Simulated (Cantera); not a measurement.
Input: 1 mol CH₄, 1.9 mol O₂, equilibrated at 1000 Pa.

Cantera equilibrium calculation (NASA polynomials, part measured and part estimated; ideal gas, pure solids and liquids). Candidate condensed phases: C, C₆H₆, C₇H₈, C₈H₁₈, H₂O; 110 gas species. Kinetics and transport are ignored. All values below are at 1102 °C.

Base state: H₂O 0.633, CO₂ 0.300, H₂ 0.0337, CO 0.0330 (mole fractions); condensed: gas only.

Q: What changes in the equilibrium state with this change: CH₄ replaced by n-butane?

A: 
```csv
species,before,after
H₂,0.0337,0.568
CO,0.0330,0.432
H,6.29e-6,2.58e-5
H₂O,0.633,1.13e-5
CO₂,0.300,4.15e-6
CH₄,<1e-9,1.61e-5
"C(graphite), mol",0,0.200
```
